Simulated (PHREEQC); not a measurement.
# Buffer

Make-up at 25 °C: 0.0014 mol/kgw NaH2PO4, 0.0017 mol/kgw Na2B4O7 and 0.00026 mol/kgw NaCl. Closed to the air; pH follows from the charge balance.

Computed with PHREEQC (ion-association model, phreeqc.dat).

Each row changes one thing in this solution. This is a speciation only: nothing precipitates in the calculation.

```json
[
 {"case": "as made", "pH": "8.83", "ionic strength (mol/kgw)": "0.00642", "H2PO4- (mol/kgw)": "2.54e-5", "NaHPO4- (mol/kgw)": "9.62e-6", "PO4-3 (mol/kgw)": "6.38e-7", "SI of Halite (NaCl)": "-7.53"},
 {"case": "NaH2PO4 from 0.0014 to 0.014 mol/kgw", "pH": "6.52", "ionic strength (mol/kgw)": "0.0209", "H2PO4- (mol/kgw)": "…", "NaHPO4- (mol/kgw)": "…", "PO4-3 (mol/kgw)": "1.04e-8", "SI of Halite (NaCl)": "-7.03"},
 {"case": "0.00031 mol/kgw HF added", "pH": "8.73", "ionic strength (mol/kgw)": "0.00641", "H2PO4- (mol/kgw)": "3.17e-5", "NaHPO4- (mol/kgw)": "9.58e-6", "PO4-3 (mol/kgw)": "5.08e-7", "SI of Halite (NaCl)": "-7.53"},
 {"case": "NaH2PO4 from 0.0014 to 0.00126 mol/kgw", "pH": "8.87", "ionic strength (mol/kgw)": "0.00614", "H2PO4- (mol/kgw)": "2.10e-5", "NaHPO4- (mol/kgw)": "8.49e-6", "PO4-3 (mol/kgw)": "6.27e-7", "SI of Halite (NaCl)": "-7.54"},
 {"case": "NaCl from 0.00026 to 0.000234 mol/kgw", "pH": "8.83", "ionic strength (mol/kgw)": "0.00639", "H2PO4- (mol/kgw)": "2.54e-5", "NaHPO4- (mol/kgw)": "9.58e-6", "PO4-3 (mol/kgw)": "6.38e-7", "SI of Halite (NaCl)": "-7.57"},
 {"case": "Na2B4O7 replaced by Na2S at the same molality", "pH": "10.39", "ionic strength (mol/kgw)": "0.00649", "H2PO4- (mol/kgw)": "6.96e-7", "NaHPO4- (mol/kgw)": "9.62e-6", "PO4-3 (mol/kgw)": "2.34e-5", "SI of Halite (NaCl)": "-7.53"},
 {"case": "diluted 100-fold with water", "pH": "…", "ionic strength (mol/kgw)": "6.42e-5", "H2PO4- (mol/kgw)": "…", "NaHPO4- (mol/kgw)": "1.29e-9", "PO4-3 (mol/kgw)": "3.21e-9", "SI of Halite (NaCl)": "-11.46"}
]
```

**Question.** What belongs in the gaps?

**Answer.** 
- NaH2PO4 from 0.0014 to 0.014 mol/kgw, H2PO4- (mol/kgw): 0.0106
- NaH2PO4 from 0.0014 to 0.014 mol/kgw, NaHPO4- (mol/kgw): 6.56e-5
- diluted 100-fold with water, pH: 8.70
- diluted 100-fold with water, H2PO4- (mol/kgw): 4.25e-7

Real BF4- forms and hydrolyses slowly; the run takes it at equilibrium.
